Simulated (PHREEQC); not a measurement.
A solution holds 0.11 mol HF, 0.24 mol CsF and 4.1e-07 mol H4SiO4 per kg of water, at 25 °C. Closed to the air; pH follows from the charge balance.

All values are PHREEQC results (ion-association model, wateq4f.dat), not measurements.

```yaml
pH: 3.57
ionic_strength: 0.240 mol/kgw
activity_of_water: 0.991
total_alkalinity: -110 meq/kg
```

| species | molality | activity | log γ |
|---|---|---|---|
| Cs+ | 0.240 | 0.177 | -0.131 |
| F- | 0.198 | 0.137 | -0.160 |
| HF | 0.0524 | 0.0554 | 0.024 |
| HF2- | 0.0421 | 0.0291 | -0.160 |
| H2F2 | 0.00756 | 0.00799 | 0.024 |
| H+ | 0.000341 | 0.000269 | -0.102 |
| SiF6-2 | 4.10e-7 | 1.14e-7 | -0.554 |

This is a speciation only: nothing precipitates in the calculation. Species that the database lacks are ignored. SiF6-2 is the database's only silicon fluoride.
